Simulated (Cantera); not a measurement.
Input (Python, Cantera) and output of one run.

```python
import numpy as np
import cantera as ct

gas_names = """
    AL ALH ALO ALOH ALO2 ALO2H AL2 AL2O AL2O2 H HALO HO2 H2 H2O H2O2 O OH O2 O3
""".split()
cond_names = """
    AL(cr) AL(L) AL2O3(a) AL2O3(L) H2O(s) H2O(L)
""".split()


# ... load() reads the species with a 1 bar reference pressure and builds the phases ...
atoms = {
    'Al2O3': {'AL': 2, 'O': 3},
    'H2': {'H': 2},
}
top_T = {}  # K; cautious upper limits of use, not melting points


# ... equilibrate(T, P, feed) seeds the gas with the atoms and calls Mixture.equilibrate('TP', solver="vcs", rtol=1e-11, max_steps=5000) ...
results = []
feed = {'Al2O3': 1, 'H2': 1100}  # mol
P = 133.322  # Pa
for T in [698, 848, 998, 1148, 1298, 1448, 1598, 1748, 1898, 2048, 2198]:
    mix = equilibrate(T, P, feed)
    results.append((T, P, feed, dict(zip(mix.species_names, mix.species_moles))))
    x = sorted(zip(gas.X, gas.species_names), reverse=True)
    print(f"T = {T:g} K  P = {P:g} Pa  gas = {mix.phase_moles(0):.4g} mol")
    print("   x: " + "  ".join(f"{s} {v:.3e}" for v, s in x if v > 1e-06))
    print("   condensed (mol): " + ("  ".join(f"{mix.phase(i).name} {mix.phase_moles(i):.4g}"
          for i in range(1, mix.n_phases) if mix.phase_moles(i) > 1e-12) or "none"))
```

Result:

```
T = 698 K  P = 133.322 Pa  gas = 1100 mol
   x: H2 1.000e+00
   condensed (mol): AL2O3(a) 1
T = 848 K  P = 133.322 Pa  gas = 1100 mol
   x: H2 1.000e+00
   condensed (mol): AL2O3(a) 1
T = 998 K  P = 133.322 Pa  gas = 1100 mol
   x: H2 1.000e+00
   condensed (mol): AL2O3(a) 1
T = 1148 K  P = 133.322 Pa  gas = 1100 mol
   x: H2 1.000e+00  H 1.962e-06
   condensed (mol): AL2O3(a) 1
T = 1298 K  P = 133.322 Pa  gas = 1100 mol
   x: H2 1.000e+00  H 2.935e-05
   condensed (mol): AL2O3(a) 1
T = 1448 K  P = 133.322 Pa  gas = 1100 mol
   x: H2 9.997e-01  H 2.524e-04
   condensed (mol): AL2O3(a) 0.9996
T = 1598 K  P = 133.322 Pa  gas = 1101 mol
   x: H2 9.985e-01  H 1.457e-03  H2O 1.127e-05  AL 6.759e-06
   condensed (mol): AL2O3(a) 0.9956
T = 1748 K  P = 133.322 Pa  gas = 1104 mol
   x: H2 9.936e-01  H 6.237e-03  H2O 8.354e-05  AL 4.888e-05  AL2O 3.853e-06  ALOH 2.254e-06
   condensed (mol): AL2O3(a) 0.967
T = 1898 K  P = 133.322 Pa  gas = 1112 mol
   x: H2 9.781e-01  H 2.117e-02  H2O 4.471e-04  AL 2.531e-04  AL2O 2.787e-05  ALOH 1.482e-05  ALH 3.235e-06
   condensed (mol): AL2O3(a) 0.8179
T = 2048 K  P = 133.322 Pa  gas = 1135 mol
   x: H2 9.375e-01  H 5.938e-02  H2O 1.833e-03  AL 1.002e-03  AL2O 1.444e-04  ALOH 7.159e-05  OH 1.264e-05  ALH 8.941e-06  ALO 8.727e-06
   condensed (mol): AL2O3(a) 0.216
T = 2198 K  P = 133.322 Pa  gas = 1186 mol
   x: H2 8.549e-01  H 1.410e-01  H2O 2.351e-03  AL 1.508e-03  OH 5.395e-05  AL2O 5.046e-05  ALOH 4.995e-05  ALO 1.774e-05  ALH 9.589e-06  O 6.205e-06
   condensed (mol): none
```

Method: chemical equilibrium by Gibbs-energy minimisation in Cantera with the NASA 1993 tables (ideal gas, pure condensed phases). The tables' values for AlOH are old estimates; treat these amounts as uncertain.
